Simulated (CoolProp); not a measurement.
Vapour-liquid equilibrium of n-heptane (1) + toluene (2) at 278.1 K; x and y are mole fractions of (1).

Computed with CoolProp (multi-fluid Helmholtz-energy mixture model, Span 2003 and Lemmon 2006; pair parameters Bell 2016).

```
x     bubble pressure, mixture model (bar)  bubble pressure, Raoult's law (bar)  y, mixture model  y, Raoult's law
----  ------------------------------------  -----------------------------------  ----------------  ---------------
0.05                               0.01341                              0.01274             0.125            0.081
0.15                               0.01510                              0.01356             0.296            0.227
0.25                               0.01636                              0.01438             0.412            0.357
0.35                               0.01734                              0.01519             0.502            0.473
0.45                               0.01812                              0.01601             0.579            0.577
0.55                               0.01877                              0.01683             0.651            0.670
0.65                               0.01931                              0.01765             0.722            0.756
0.75                               0.01976                              0.01847             0.795            0.833
0.85                               0.02013                              0.01929             0.872            0.904
0.95                               0.02041                              0.02011             0.956            0.969
```

The largest gap from Raoult's law is +14.2 % in bubble pressure, at x = 0.35. No azeotrope shows between x = 0.05 and 0.95.

Pair parameters are fitted to limited data, so mixtures are less certain than the pure fluids.
